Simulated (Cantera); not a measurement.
Halide evaporation, hydrolysis and transport: MgCl2 + H2O + N2

Input: 1 mol MgCl2, 0.092 mol H2O, 1.9 mol N2, at 1950 °C.

Cantera equilibrium calculation (NASA polynomials, part measured and part estimated; ideal gas, pure solids and liquids). Candidate condensed phases: H2O, Mg, MgCl2, MgO, Mg(OH)2, NH4Cl; 38 gas species. Kinetics and transport are ignored.

```
P (Pa)   x N2     x Cl  x MgCl2      x Mg     x HCl       x H       x O    x MgCl  n MgO(s)
------  -----  -------  -------  --------  --------  --------  --------  --------  --------
0.100   0.367    0.386  9.56e-7     0.193  0.000453    0.0350    0.0176   4.16e-5         0
0.720   0.368    0.385  4.93e-5     0.194   0.00299    0.0322    0.0170  0.000299         0
5.20    0.375    0.375  0.00243     0.193    0.0136    0.0209    0.0145   0.00210         0
37      0.428    0.292   0.0601     0.155    0.0298   0.00825   0.00988   0.00936         0
270     0.551    0.119    0.204    0.0590    0.0429   0.00397   0.00254    0.0106    0.0566
1900    0.610   0.0395    0.273    0.0146    0.0497   0.00198  0.000207   0.00612    0.0836
14000   0.628   0.0132    0.297   0.00261    0.0517  0.000834   2.13e-5   0.00270    0.0862
100000  0.633  0.00559    0.303  0.000292    0.0534  0.000285   3.74e-6  0.000911    0.0864
```
x: gas mole fraction; n: condensed amount in mol.

From 0.100 Pa to 37.0 Pa nothing is condensed. From 2.70 mbar to 1.00 bar the condensed part is MgO(s). The main Mg-bearing gas is Mg at 0.100 Pa and MgCl2 at 1.00 bar.
